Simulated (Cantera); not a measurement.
Charge: 1 mol H2O, 0.0078 mol SO2, 0.51 mol H2, equilibrated at 1050 Torr.

Equilibrium computed with Cantera from the NASA thermochemical tables; the gas is ideal and each condensed phase is pure. Candidate condensed phases: H2O, H2SO4, S; 19 gas species. Rates play no part. All values below are at 1223 K.

Base state: H2O 0.673, H2 0.322, H2S 0.00516 (mole fractions); condensed: gas only.

Task: What changes in the equilibrium state with this change: H2O replaced by H2S?

Result: 
| species | before | after |
|---|---|---|
| H2S | 0.00516 | 0.647 |
| H2 | 0.322 | 0.335 |
| H2O | 0.673 | 0.0103 |
| S2 | 5.18e-7 | 0.00753 |
| SH | 1.72e-6 | 0.000211 |
Gases not in the tables: S3 to S7.
